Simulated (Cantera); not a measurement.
A Cantera script and its output.

```python
import numpy as np
import cantera as ct

gas = ct.Solution("gri30.yaml")
gas.TPX = 1298, 100000, {'C3H8': 1, 'H2': 2.5}
reactor = ct.IdealGasConstPressureReactor(gas, energy="off", clone=False)
net = ct.ReactorNet([reactor])
net.rtol, net.atol = 1e-08, 1e-18
show = ['C3H8', 'H2', 'C2H6', 'CH2', 'CH3', 'C2H4']
times = np.geomspace(1e-06, 7, 9)

steps = ct.SolutionArray(gas, extra=["t"])
rows = []
print(f"{'t/s':>10s}{'T/K':>9s}{'P/Pa':>11s}" + "".join(f"{s:>11s}" for s in show))
for t in times:
    while net.time < t:
        t_next = net.step()
        steps.append(gas.state, t=t_next)
    rows.append([np.interp(t, steps.t, y) for y in (steps.T, steps.P, *steps(*show).X.T)])
    print(f"{t:10.3e}{rows[-1][0]:9.1f}{rows[-1][1]:11.4g}" + "".join(f"{x:11.3e}" for x in rows[-1][2:]))
rate = np.gradient(steps.T, steps.t)
print("integrator steps:", len(steps.t))
if steps.T.max() > steps.T[0] + 200:
    print(f"time of steepest temperature rise: {steps.t[rate.argmax()]:.4e} s")
gas.TPX = 1298, 100000, {'C3H8': 1, 'H2': 2.5}
gas.equilibrate("TP")
print(f"equilibrium (TP): T = {gas.T:.1f} K  " + "  ".join(f"{s} {gas[s].X[0]:.3e}" for s in show))
```

Result:

```
       t/s      T/K       P/Pa       C3H8         H2       C2H6        CH2        CH3       C2H4
 1.000e-06   1298.0      1e+05  2.857e-01  7.143e-01  1.035e-06  6.636e-12  1.986e-05  6.597e-06
 7.172e-06   1298.0      1e+05  2.851e-01  7.140e-01  3.251e-05  2.713e-09  1.973e-04  3.907e-04
 5.144e-05   1298.0      1e+05  2.717e-01  7.070e-01  8.063e-04  3.398e-08  5.986e-04  1.052e-02
 3.689e-04   1298.0      1e+05  1.827e-01  6.610e-01  5.738e-03  2.188e-08  4.859e-04  7.854e-02
 2.646e-03   1298.0      1e+05  1.464e-02  5.737e-01  8.735e-03  1.768e-09  1.195e-04  2.025e-01
 1.898e-02   1298.0      1e+05  5.648e-05  5.696e-01  5.485e-03  1.373e-10  3.018e-05  1.923e-01
 1.361e-01   1298.0      1e+05  2.831e-05  5.716e-01  3.784e-03  9.831e-11  2.651e-05  1.378e-01
 9.760e-01   1298.0      1e+05  1.895e-05  5.265e-01  2.619e-03  6.360e-11  2.462e-05  1.037e-01
 7.000e+00   1298.0      1e+05  9.695e-06  4.306e-01  1.496e-03  3.107e-11  2.096e-05  7.077e-02
integrator steps: 1244
equilibrium (TP): T = 1298.0 K  C3H8 5.552e-06  H2 3.723e-01  C2H6 1.002e-03  CH2 1.966e-11  CH3 1.824e-05  C2H4 5.243e-02
```

Model: GRI-Mech 3.0 (53 species, 325 reactions), integrated in Cantera. GRI-Mech 3.0 was tuned for natural gas; its chemistry of propane as a main component is partial and can be far from experiment. GRI-Mech 3.0 stops at C3 and has no aromatics, soot or wall deposition, so with more carbon than oxygen in the feed, carbon stays in small species such as C2H2 where larger ones or solid carbon would form.
